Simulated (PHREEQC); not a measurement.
A column of 1 m (40 cells, dispersivity 0.05 m, 3600 s a shift, diffusion coefficient 3e-10 m²/s) holds 0.044 eq of the database's cation exchanger X per kg of pore water, first in equilibrium with 0.0042 mol BaCl2, 0.0044 mol CdCl2, 0.0034 mol SrCl2 and 1e-05 mol HCl per kg of water. It is flushed with 0.011 mol BaCl2, 0.00081 mol MgCl2 and 1e-05 mol HCl per kg of water, at 15 °C. Values are for the last cell. CO2 from the air is kept out. No solid was allowed to form.

Base run: PHREEQC, ion-association model, phreeqc.dat. Each further column changes one thing. The table gives Cd in solution (mol/kgw).

```
pore volumes      base  exchange capacity from 0.044 to 0.022 eq/kgw  dispersivity from 0.05 to 0.1 m
------------  --------  --------------------------------------------  -------------------------------
0              0.00440                                       0.00440                          0.00440
0.6125         0.00439                                       0.00438                          0.00438
1.012          0.00428                                       0.00382                                ?
1.613          0.00306                                       0.00141                          0.00269
2.212          0.00119                                      0.000267                                ?
2.812         0.000321                                       3.95e-5                                ?
3.212         0.000122                                       1.04e-5                                ?
3.812          2.68e-5                                       1.34e-6                         0.000114
4.412          5.65e-6                                       1.68e-7                          4.34e-5
5.013          1.16e-6                                       2.06e-8                          1.65e-5
5.412          4.01e-7                                       5.06e-9                          8.63e-6
6.013          8.07e-8                                      6.12e-10                                ?
```

Task: Complete the blanks.

Result: 
- 1.012, dispersivity from 0.05 to 0.1 m: 0.00407
- 2.212, dispersivity from 0.05 to 0.1 m: 0.00131
- 2.812, dispersivity from 0.05 to 0.1 m: 0.000546
- 3.212, dispersivity from 0.05 to 0.1 m: 0.000294
- 6.013, dispersivity from 0.05 to 0.1 m: 3.27e-6
